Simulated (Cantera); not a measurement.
Charge: 1 mol Si3N4, 1.8 mol N2O, 1.4 mol N2, 0.0025 mol O2, at 1202 °C and 14.0 Pa.

These are equilibrium values from Cantera (NASA tables, ideal gas, pure condensed phases), not measurements of a reactor. Candidate condensed phases: Si, SiO2, Si2N2O, Si3N4; 16 gas species. Equilibrium is a limit: real reactors are often held back by kinetics, nucleation or transport.

Base state: N2 0.868, SiO 0.132 (mole fractions); condensed: Si2N2O(s).

**Question.** What changes in the equilibrium state with this change: pressure from 14.0 Pa to 1.00 bar?

**Answer.** 
```tsv
species	before	after
N2	0.868	1.000
SiO	0.132	1.13e-6
Si2N2O(s), mol	1.20	1.40
SiO2(β-quartz), mol	0	0.203
```
Mutual solubility and eutectic melting of coexisting phases are not modelled. The tables hold silica as quartz up to 1696 K and as liquid above; real silica turns to tridymite and cristobalite and melts near 1996 K.
